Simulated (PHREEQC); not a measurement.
**Metal-bearing waste water**

Solution (25 °C and 100 atm): 0.0042 mol/kgw FeCl3 and 0.014 mol/kgw H2SO4. Closed to the air; pH follows from the charge balance.

Equilibrium calculation in PHREEQC: ion-association model, phreeqc.dat.

```
Property                   Value
----------------  --------------
pH                          1.71
ionic strength    0.0340 mol/kgw
total alkalinity    -36.4 meq/kg
```

```tsv
species	molality	activity	log γ
H+	0.0226	0.0197	-0.061
Cl-	0.0125	0.0105	-0.076
HSO4-	0.00516	0.00435	-0.074
SO4-2	0.00491	0.00252	-0.289
FeSO4+	0.00326	0.00276	-0.072
Fe+3	0.000330	9.41e-5	-0.545
FeHSO4+2	0.000287	0.000146	-0.295
Fe(SO4)2-	0.000192	0.000162	-0.074
FeOH+2	6.43e-5	3.32e-5	-0.287
```

This is a speciation only: nothing precipitates in the calculation. The solution is supersaturated, for example in Hematite (slow to form), Goethite (slow to form), so a real one may precipitate; this is no full list. Complexes and solids missing from the database can't appear. Under pressure, the constants of complexes without a molar volume in the database are unreliable.
